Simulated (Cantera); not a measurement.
Cantera run, input and output.

```python
import numpy as np
import cantera as ct

gas = ct.Solution("gri30.yaml")
gas.TPX = 1075, 100000, {'N2O': 1, 'O2': 0.085}
reactor = ct.IdealGasConstPressureReactor(gas, energy="off", clone=False)
net = ct.ReactorNet([reactor])
net.rtol, net.atol = 1e-08, 1e-18
show = ['N2O', 'O2', 'NO', 'N2', 'O', 'NO2']
times = np.geomspace(7e-05, 6, 14)

steps = ct.SolutionArray(gas, extra=["t"])
rows = []
print(f"{'t/s':>10s}{'T/K':>9s}{'P/Pa':>11s}" + "".join(f"{s:>11s}" for s in show))
for t in times:
    while net.time < t:
        t_next = net.step()
        steps.append(gas.state, t=t_next)
    rows.append([np.interp(t, steps.t, y) for y in (steps.T, steps.P, *steps(*show).X.T)])
    print(f"{t:10.3e}{rows[-1][0]:9.1f}{rows[-1][1]:11.4g}" + "".join(f"{x:11.3e}" for x in rows[-1][2:]))
rate = np.gradient(steps.T, steps.t)
print("integrator steps:", len(steps.t))
if steps.T.max() > steps.T[0] + 200:
    print(f"time of steepest temperature rise: {steps.t[rate.argmax()]:.4e} s")
gas.TPX = 1075, 100000, {'N2O': 1, 'O2': 0.085}
gas.equilibrate("TP")
print(f"equilibrium (TP): T = {gas.T:.1f} K  " + "  ".join(f"{s} {gas[s].X[0]:.3e}" for s in show))
```

It prints:

```
       t/s      T/K       P/Pa        N2O         O2         NO         N2          O        NO2
 7.000e-05   1075.0      1e+05  9.217e-01  7.834e-02  1.356e-07  2.372e-06  1.928e-07  5.531e-13
 1.677e-04   1075.0      1e+05  9.216e-01  7.834e-02  3.573e-07  5.937e-06  1.930e-07  3.838e-12
 4.018e-04   1075.0      1e+05  9.216e-01  7.835e-02  8.886e-07  1.448e-05  1.930e-07  2.376e-11
 9.627e-04   1075.0      1e+05  9.216e-01  7.836e-02  2.161e-06  3.494e-05  1.930e-07  1.411e-10
 2.307e-03   1075.0      1e+05  9.215e-01  7.838e-02  5.210e-06  8.395e-05  1.930e-07  8.140e-10
 5.526e-03   1075.0      1e+05  9.214e-01  7.843e-02  1.251e-05  2.014e-04  1.930e-07  4.634e-09
 1.324e-02   1075.0      1e+05  9.209e-01  7.856e-02  2.998e-05  4.825e-04  1.929e-07  2.604e-08
 3.172e-02   1075.0      1e+05  9.199e-01  7.885e-02  7.171e-05  1.155e-03  1.929e-07  1.411e-07
 7.600e-02   1075.0      1e+05  9.175e-01  7.957e-02  1.711e-04  2.763e-03  1.927e-07  7.097e-07
 1.821e-01   1075.0      1e+05  9.117e-01  8.127e-02  4.064e-04  6.589e-03  1.921e-07  3.075e-06
 4.363e-01   1075.0      1e+05  8.982e-01  8.527e-02  9.573e-04  1.560e-02  1.906e-07  1.055e-05
 1.045e+00   1075.0      1e+05  8.669e-01  9.448e-02  2.216e-03  3.637e-02  1.869e-07  2.884e-05
 2.504e+00   1075.0      1e+05  7.986e-01  1.146e-01  4.920e-03  8.176e-02  1.786e-07  6.830e-05
 6.000e+00   1075.0      1e+05  6.652e-01  1.541e-01  9.995e-03  1.706e-01  1.610e-07  1.426e-04
integrator steps: 560
equilibrium (TP): T = 1075.0 K  N2O 5.513e-09  O2 3.690e-01  NO 8.036e-05  N2 6.309e-01  O 8.020e-10  NO2 3.515e-06
```

Detailed kinetics in Cantera: GRI-Mech 3.0 (53 species, 325 reactions). GRI-Mech 3.0 was tuned for natural gas; its chemistry of N2O as a main component is partial and can be far from experiment. The mechanism lacks the step 2 NO + O2 → 2 NO2, which can matter for NO2 below about 1400 K. The temperature is held fixed by assumption; the heat of reaction is taken as removed at once.
